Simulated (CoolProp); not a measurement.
Properties of CH2F2 (R32) along the isobar 1.01 bar.

Model: reference Helmholtz-energy equation of state, Tillner-Roth 1997, in CoolProp.

```json
[
 {"T (°C)": "-14.55", "phase": "gas", "Z": "0.9786", "fugacity coefficient": "0.9790"},
 {"T (°C)": "10.65", "phase": "gas", "Z": "0.9851", "fugacity coefficient": "0.9853"},
 {"T (°C)": "35.85", "phase": "gas", "Z": "0.9892", "fugacity coefficient": "0.9893"},
 {"T (°C)": "61.05", "phase": "gas", "Z": "0.9919", "fugacity coefficient": "0.9919"},
 {"T (°C)": "86.25", "phase": "gas", "Z": "0.9937", "fugacity coefficient": "0.9938"},
 {"T (°C)": "111.45", "phase": "gas", "Z": "0.9951", "fugacity coefficient": "0.9951"},
 {"T (°C)": "136.65", "phase": "gas", "Z": "0.9961", "fugacity coefficient": "0.9961"},
 {"T (°C)": "161.85", "phase": "gas", "Z": "0.9969", "fugacity coefficient": "0.9969"}
]
```
